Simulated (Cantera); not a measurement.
Input (Python, Cantera) and output of one run.

```python
import numpy as np
import cantera as ct

gas_names = """
    H HNO HNO2 HNO3 HO2 H2 H2O H2O2 N NH NH2 NH3 NH2OH NO NO2 NO3 N2 N2H2 N2H4 N2O O OH O2 O3 Si SiH
    SiH2 SiH3 SiH4 SiN SiO SiO2 Si2 Si2N Si3
""".split()
cond_names = """
    H2O(s) H2O(L) Si(cr) Si(L) SiO2(Lqz) SiO2(hqz) SiO2(L) Si2N2O(s) Si3N4(a)
""".split()


def load(file, names, dense=False):
    # The tables refer to 1 bar. Condensed volumes are neglected.
    table = {s.name: s for s in ct.Species.list_from_file(file)}
    out = []
    for n in names:
        d = dict(table[n].input_data)
        d["thermo"] = dict(d["thermo"], **{"reference-pressure": 1e5})
        if dense:
            d["equation-of-state"] = {"model": "constant-volume", "density": "1e6 g/cm^3"}
        out.append(ct.Species.from_dict(d))
    return out


gas = ct.Solution(thermo="ideal-gas", species=load("nasa_gas.yaml", gas_names))
cond = {s.name: ct.Solution(thermo="fixed-stoichiometry", species=[s], name=s.name)
        for s in load("nasa_condensed.yaml", cond_names, dense=True)}
atoms = {
    'Si3N4': {'Si': 3, 'N': 4},
    'O2': {'O': 2},
    'H2': {'H': 2},
}
top_T = {'Si2N2O(s)': 2100, 'Si3N4(a)': 2400}  # K; cautious upper limits of use, not melting points


def equilibrate(T, P, feed):
    n = {}
    for name, mol in feed.items():
        for a, k in atoms[name].items():
            n[a] = n.get(a, 0.0) + k * mol
    gas.TPX = T, P, n
    mass = sum(n.values()) * gas.mean_molecular_weight
    gas.equilibrate("TP")
    valid = [c for c in cond.values() if c.min_temp <= T <= top_T.get(c.name, c.max_temp)]
    mix = ct.Mixture([(gas, mass / gas.mean_molecular_weight)] + [(c, 0.0) for c in valid])
    mix.T, mix.P = T, P
    mix.equilibrate("TP", solver="vcs", rtol=1e-11, max_steps=5000)
    return mix


results = []
feed = {'Si3N4': 1, 'O2': 0.022, 'H2': 580}  # mol
P = 1333.22  # Pa
for T in [1948, 1973, 1998, 2023, 2048, 2073, 2098, 2123, 2148, 2173, 2198, 2223, 2248]:
    mix = equilibrate(T, P, feed)
    results.append((T, P, feed, dict(zip(mix.species_names, mix.species_moles))))

top = {s: max(r[3][s] / sum(r[3][g] for g in gas_names) for r in results) for s in gas_names}
cols = sorted((s for s in top if top[s] > 0.0001), key=lambda s: -top[s])[:8]
seen = [c for c in cond_names if any(r[3].get(c, 0) > 1e-12 for r in results)]
print("log10 of partial pressures in bar; condensed amounts in mol")
print(f"{'T/K':>10s}" + "".join(f"{s[:9]:>10s}" for s in cols + seen))
for T, P, feed, n in results:
    ng = sum(n[g] for g in gas_names)
    print(f"{T:10.4g}" + "".join(f"{np.log10(max(n[s] / ng * P / 1e5, 1e-99)):10.3f}" for s in cols)
          + "".join(f"{n.get(c, 0):10.4g}" for c in seen))
```

Result:

```
log10 of partial pressures in bar; condensed amounts in mol
       T/K        H2         H        Si        N2       SiH      SiH2     Si(L)
      1948    -1.882    -3.888    -4.634    -4.342    -5.689    -5.988     1.767
      1973    -1.883    -3.811    -4.501    -4.343    -5.583    -5.924     1.354
      1998    -1.884    -3.737    -4.371    -4.344    -5.480    -5.863    0.8104
      2023    -1.886    -3.664    -4.245    -4.346    -5.380    -5.804   0.09888
      2048    -1.887    -3.594    -4.225    -4.346    -5.385    -5.849         0
      2073    -1.889    -3.524    -4.221    -4.347    -5.405    -5.908         0
      2098    -1.890    -3.457    -4.217    -4.347    -5.426    -5.967         0
      2123    -1.892    -3.391    -4.214    -4.348    -5.447    -6.025         0
      2148    -1.894    -3.327    -4.212    -4.349    -5.469    -6.083         0
      2173    -1.897    -3.265    -4.211    -4.351    -5.490    -6.141         0
      2198    -1.900    -3.204    -4.210    -4.352    -5.512    -6.198         0
      2223    -1.903    -3.145    -4.210    -4.353    -5.534    -6.254         0
      2248    -1.906    -3.087    -4.210    -4.355    -5.556    -6.310         0
```

Method: chemical equilibrium by Gibbs-energy minimisation in Cantera with the NASA 1993 tables (ideal gas, pure condensed phases). Gases not in the tables: Si2H6 and higher silanes.
